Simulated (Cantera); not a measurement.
Mixture: CH₄ : O₂ : N₂ = 1 : 4.55 : 25 (molar parts), equivalence ratio 0.44, at 4.93 atm, adiabatic and at constant pressure. Ignition delay is the time to a rise of 400 K.

Model: GRI-Mech 3.0 (53 species, 325 reactions), integrated in Cantera.

Task: What does this change do: O2 4.55 to 3.3 parts?

Result: 
```tsv
quantity	before	after
delay at 1300 K	2.79 ms	4.47 ms
delay at 1375 K	1.20 ms	1.91 ms
delay at 1450 K	0.552 ms	0.856 ms
delay at 1525 K	0.270 ms	0.403 ms
delay at 1600 K	0.141 ms	0.201 ms
delay at 1675 K	79.8 µs	0.108 ms
apparent activation energy between 1525 and 1675 K	170 kJ/mol	190 kJ/mol
```
